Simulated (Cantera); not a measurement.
An isothermal, constant-pressure homogeneous reactor starts with 8.93 % H2, 91.1 % O2, at 900 K and 0.00560 bar.

Model: GRI-Mech 3.0 (53 species, 325 reactions), integrated in Cantera. Radical loss at walls, strong at low pressure, is not modelled. Below about 950 K walls govern HO2 and H2O2 in real vessels. The temperature is held fixed by assumption; the heat of reaction is taken as removed at once.

One state of this run: x H2 = 1.91e-5; x O2 = 0.906; x H2O = 0.0934; x H2O2 = 4.05e-8; x HO2 = 9.66e-7; x H = 5.93e-6. x: mole fraction; the columns are a selection and need not sum to one.

Which value of t (s) does it belong to?
A. 15.2
B. 2.90
C. 0.552
D. 0.000725

C, 0.552
